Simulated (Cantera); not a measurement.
## Equilibrium for iron carbonyl, mercury and lead vapours: Hg + H₂

Charge: 1 mol Hg, 5.9 mol H₂, held at 2.50 bar.

Cantera equilibrium calculation (NASA polynomials, part measured and part estimated; ideal gas, pure solids and liquids). Candidate condensed phases: Hg; 3 gas species. Kinetics and transport are ignored.

At 548 K the condensed part is Hg(l). From 598 K to 1198 K nothing is condensed. The main Hg-bearing gas is Hg throughout.

| T (K) | log p H₂ | log p Hg | log p H | n Hg(l) |
|---|---|---|---|---|
| 548 | 0.36 | -0.74 | <-11 | 0.533 |
| 598 | 0.33 | -0.44 | <-11 | 0 |
| 648 | 0.33 | -0.44 | <-11 | 0 |
| 698 | 0.33 | -0.44 | <-11 | 0 |
| 748 | 0.33 | -0.44 | <-11 | 0 |
| 798 | 0.33 | -0.44 | -11.41 | 0 |
| 848 | 0.33 | -0.44 | -10.56 | 0 |
| 898 | 0.33 | -0.44 | -9.80 | 0 |
| 948 | 0.33 | -0.44 | -9.12 | 0 |
| 998 | 0.33 | -0.44 | -8.50 | 0 |
| 1048 | 0.33 | -0.44 | -7.95 | 0 |
| 1098 | 0.33 | -0.44 | -7.44 | 0 |
| 1148 | 0.33 | -0.44 | -6.98 | 0 |
| 1198 | 0.33 | -0.44 | -6.56 | 0 |
log p: log10 of the partial pressure in bar; n: condensed amount in mol.
